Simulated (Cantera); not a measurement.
Input: 1 mol Si, 1.1 mol Cl2, 64 mol H2, held at 673 K and 7.50 Torr.

Equilibrium computed with Cantera from the NASA thermochemical tables; the gas is ideal and each condensed phase is pure. Candidate condensed phases: Si; 19 gas species. The numbers say what is thermodynamically allowed, not how fast it happens.

Base state: H2 0.991, SiCl4 0.00640, SiHCl3 0.00268, HCl 0.000299, SiH2Cl2 6.93e-5 (mole fractions); condensed: Si(s).

Problem. What changes in the equilibrium state with this change: Cl2 from 1.1 to 1.6 mol?

Solution. 
| species | before | after |
|---|---|---|
| H2 | 0.991 | 0.986 |
| SiCl4 | 0.00640 | 0.00952 |
| SiHCl3 | 0.00268 | 0.00361 |
| SiH2Cl2 | 6.93e-5 | 8.42e-5 |
| HCl | 0.000299 | 0.000329 |
| Si(s), mol | 0.409 | 0.144 |

Problem. What changes in the equilibrium state with this change: Cl2 from 1.1 to 4.6 mol?

Solution. 
| species | before | after |
|---|---|---|
| H2 | 0.991 | 0.908 |
| HCl | 0.000299 | 0.0769 |
| SiCl4 | 0.00640 | 0.0148 |
| SiH2Cl2 | 6.93e-5 | 2.03e-9 |
| SiHCl3 | 0.00268 | 2.20e-5 |
| Si(s), mol | 0.409 | 0 |
